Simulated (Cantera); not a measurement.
Feed: 1 mol B, 4.6 mol O2, 96 mol H2, equilibrated at 16.0 mbar.

Cantera equilibrium calculation (NASA polynomials, part measured and part estimated; ideal gas, pure solids and liquids). Candidate condensed phases: B, B2O3, B3O3H3, H2O; 23 gas species. Gases not in the tables: H3BO3. Rates play no part.

x: gas mole fraction; n: condensed amount in mol.

```tsv
T (°C)	x H2	x H	x H2O	x HBO2	x OH	x BO	n B2O3(l)
825	0.920	1.88e-7	0.0799	0.000377	___	<1e-12	0.475
925	0.919	1.44e-6	0.0792	0.00180	___	7.45e-11	0.409
1025	0.917	8.11e-6	0.0766	0.00658	___	3.22e-9	0.179
1125	0.915	3.58e-5	0.0747	0.0102	___	4.14e-8	0
1225	0.915	0.000130	0.0747	0.0102	___	2.50e-7	0
1325	0.915	0.000402	0.0748	0.0101	___	1.20e-6	0
1425	0.914	0.00109	0.0748	0.00999	___	4.72e-6	0
1525	0.912	0.00266	0.0749	0.00984	___	1.59e-5	0
1625	0.909	0.00589	0.0750	0.00961	___	4.64e-5	0
1725	0.903	0.0120	0.0749	0.00930	___	0.000120	0
1825	0.892	0.0230	0.0747	0.00886	___	0.000278	0
1925	0.874	0.0412	0.0742	0.00824	___	0.000577	0
2025	0.846	0.0697	0.0733	0.00739	___	0.00108	0
2125	0.805	0.112	0.0714	0.00631	___	0.00181	0
```

Problem. Some entries are withheld; supply them.

Solution. 
- 825, x OH: 7.18e-11
- 925, x OH: 9.81e-10
- 1025, x OH: 8.77e-9
- 1125, x OH: 5.76e-8
- 1225, x OH: 3.01e-7
- 1325, x OH: 1.28e-6
- 1425, x OH: 4.60e-6
- 1525, x OH: 1.44e-5
- 1625, x OH: 3.97e-5
- 1725, x OH: 9.95e-5
- 1825, x OH: 0.000228
- 1925, x OH: 0.000486
- 2025, x OH: 0.000969
- 2125, x OH: 0.00182
